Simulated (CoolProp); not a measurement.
Dry air at 751.98 K and 3.72 MPa flows at 2.3 m/s in a round tube of 25 mm bore and 15 µm roughness, fully developed (64/Re and Nu = 3.66 if laminar; Colebrook and Gnielinski if turbulent). Each further row changes one setting.

The numbers come from the reference Helmholtz-energy equation of state, Lemmon 2000 in CoolProp. It is a pseudo-pure fit of the blend.

```json
[
 {"case": "as stated", "Reynolds number": "27100", "Darcy friction factor": "0.0255", "pressure drop (Pa/m)": "45.9", "heat-transfer coefficient (W/(m² K))": "153", "mass flow (kg/h)": "69.1"},
 {"case": "velocity 4.6 m/s", "Reynolds number": "54100", "Darcy friction factor": "___", "pressure drop (Pa/m)": "162", "heat-transfer coefficient (W/(m² K))": "___", "mass flow (kg/h)": "138"},
 {"case": "diameter 50 mm", "Reynolds number": "54100", "Darcy friction factor": "0.0216", "pressure drop (Pa/m)": "___", "heat-transfer coefficient (W/(m² K))": "131", "mass flow (kg/h)": "276"}
]
```

**Question.** What belongs in the gaps?

**Answer.** 
- velocity 4.6 m/s, Darcy friction factor: 0.0226
- velocity 4.6 m/s, heat-transfer coefficient (W/(m² K)): 274
- diameter 50 mm, pressure drop (Pa/m): 19.4

Viscosity comes from a separate model (Lemmon 2004). Thermal conductivity comes from a separate model (Lemmon 2004).
